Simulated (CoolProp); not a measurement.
R410A at 418.71 K and 0.463 MPa is throttled through a valve to 0.211 MPa with no heat exchange. Each further row changes one setting.

Computed with CoolProp (reference Helmholtz-energy equation of state, Lemmon 2003). It is a pseudo-pure fit of the blend.

```tsv
case	temperature change (K)	final density (kg/m³)
as stated	-1.7	4.45
outlet pressure 0.0633 MPa	-2.7	1.33
outlet pressure 0.274 MPa	-1.3	5.79
```
